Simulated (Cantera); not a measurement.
# Thermodynamics of roasting and sulfation, feed MgCO3 + H2S + O2 + SO2

Input: 1 mol MgCO3, a varied amount of H2S, 0.045 mol O2, 0.12 mol SO2, held at 475 °C and 13.0 mbar.

Equilibrium computed with Cantera from the NASA thermochemical tables; the gas is ideal and each condensed phase is pure. Candidate condensed phases: C, C6H6, C7H8, C8H18, H2O, H2SO4, Mg, MgCO3, MgO, Mg(OH)2, MgS, MgSO4, S; 130 gas species. Gases not in the tables: S3 to S7. Equilibrium is a limit: real reactors are often held back by kinetics, nucleation or transport.

```json
[
 {"n(H2S) (mol)": "0.061", "x CO2": "0.821", "x H2S": "0.00237", "x H2O": "0.0477", "x S2": "0.0168", "x SO2": "0.112", "x COS": "0.000221", "n MgO(s)": "1.00"},
 {"n(H2S) (mol)": "0.12", "x CO2": "0.775", "x H2S": "0.00971", "x H2O": "0.0833", "x S2": "0.0442", "x SO2": "0.0863", "x COS": "0.000490", "n MgO(s)": "1.00"},
 {"n(H2S) (mol)": "0.24", "x CO2": "0.698", "x H2S": "0.0336", "x H2O": "0.134", "x S2": "0.0835", "x SO2": "0.0485", "x COS": "0.000948", "n MgO(s)": "1.00"},
 {"n(H2S) (mol)": "0.48", "x CO2": "0.588", "x H2S": "0.110", "x H2O": "0.173", "x S2": "0.114", "x SO2": "0.0120", "x COS": "0.00203", "n MgO(s)": "1.00"},
 {"n(H2S) (mol)": "0.96", "x CO2": "0.452", "x H2S": "0.284", "x H2O": "0.154", "x S2": "0.102", "x SO2": "0.00121", "x COS": "0.00453", "n MgO(s)": "1.00"},
 {"n(H2S) (mol)": "1.9", "x CO2": "0.311", "x H2S": "0.490", "x H2O": "0.114", "x S2": "0.0738", "x SO2": "0.000137", "x COS": "0.00725", "n MgO(s)": "1.00"},
 {"n(H2S) (mol)": "3.8", "x CO2": "0.187", "x H2S": "0.672", "x H2O": "0.0766", "x S2": "0.0483", "x SO2": "1.74e-5", "x COS": "0.00890", "n MgO(s)": "1.00"}
]
```
x: gas mole fraction; n: condensed amount in mol.

From 0.061 mol H2S to 3.8 mol H2S the condensed part is MgO(s).
